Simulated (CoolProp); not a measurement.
Properties of R1336mzz(E) along the isobar 101 kPa (Tc = 403.5 K, pc = 2779 kPa, ω = 0.413).

Values from CoolProp's reference Helmholtz-energy equation of state, Akasaka 2023.

| T (K) | phase | cv (kJ/(kg K)) | speed of sound (m/s) | Joule-Thomson coefficient (K/MPa) | isothermal compressibility (1/MPa) | expansivity (1/kK) |
|---|---|---|---|---|---|---|
| 288 | gas | 0.7610 | 120.0 | 28.62 | 10.38 | 4.065 |
| 305.5 | gas | 0.7790 | 124.5 | 23.76 | 10.28 | 3.715 |
| 322.9 | gas | 0.7951 | 128.6 | 20.09 | 10.21 | 3.435 |
| 340.3 | gas | 0.8098 | 132.5 | 17.22 | 10.15 | 3.202 |
| 357.7 | gas | 0.8234 | 136.3 | 14.95 | 10.11 | 3.005 |
| 375.2 | gas | 0.8361 | 139.9 | 13.10 | 10.08 | 2.833 |
| 392.6 | gas | 0.8480 | 143.4 | 11.60 | 10.05 | 2.684 |
| 410 | gas | 0.8594 | 146.8 | 10.34 | 10.03 | 2.552 |
